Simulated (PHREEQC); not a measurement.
Alkaline etch or developer: an equilibrium model

A solution holds 0.0048 mol/kgw CsOH and 0.00016 mol/kgw H3BO3, at 65 °C. Closed to the air; pH follows from the charge balance.

Equilibrium calculation in PHREEQC: ion-association model, wateq4f.dat.

| Item | Result |
|---|---|
| pH | 10.55 |
| ionic strength | 0.00480 mol/kgw |
| total alkalinity | 4.80 meq/kg |

| species | molality | activity | log γ |
|---|---|---|---|
| Cs+ | 0.00480 | 0.00443 | -0.035 |
| OH- | 0.00464 | 0.00428 | -0.035 |
| H2BO3- | 0.000156 | 0.000144 | -0.036 |
| H3BO3 | 3.69e-6 | 3.69e-6 | 0.000 |

Precipitation was switched off in this run. At this temperature some constants are extrapolated from 25 °C, and those without enthalpy data are left unchanged.
